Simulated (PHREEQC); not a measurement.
# Polishing slurry liquid

A solution holds 2.6 mmol/kgw H2SO4, 1.2 mmol/kgw KNO3 and 19 mmol/kgw CO2, at 25 °C. Closed to the air; pH follows from the charge balance.

Model: ion-association model, phreeqc.dat, run in PHREEQC.

Each row changes one thing in this solution. No solid was allowed to form.

```
case                                                 pH  ionic strength (mol/kgw)
------------------------------------------------  -----  ------------------------
as made                                            2.37                   0.00774
H2SO4 left out                                     4.04                   0.00129
CO2 left out                                       2.38                   0.00774
0.0058 mol/kgw NaHCO3 added                        4.72                   0.00949
CO2 from 0.019 to 0.0095 mol/kgw                   2.37                   0.00774
CO2 replaced by K2CO3 at the same molality        10.46                    0.0547
H2SO4 replaced by Fe2(SO4)3 at the same molality   2.93                    0.0156
```

Some of these states are supersaturated (in Jarosite-K, Hematite (slow to form), for instance).
